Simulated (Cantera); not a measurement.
Input: 1 mol SiC, 0.0024 mol H2O, 11 mol H2, equilibrated at 4.88 Torr.

Equilibrium computed with Cantera from the NASA thermochemical tables; the gas is ideal and each condensed phase is pure. Candidate condensed phases: C, C6H6, C7H8, C8H18, H2O, Si, SiC, SiO2; 123 gas species. Gases not in the tables: Si2H6 and higher silanes. Kinetics and transport are ignored.

Question: What share of the Si ends up in condensed phases as a function of T (°C), at 1102, 1202, 1302, 1402, 1502, 1602, 1702, 1802, 1902?

Answer: 
```csv
T (°C),Si condensed (%),as
1102,99.9,SiC(s)
1202,99.9,SiC(s)
1302,99.9,SiC(s)
1402,99.9,SiC(s)
1502,99.8,SiC(s)
1602,99.7,SiC(s)
1702,99.4,SiC(s)
1802,98.1,SiC(s)
1902,93.8,SiC(s)
```
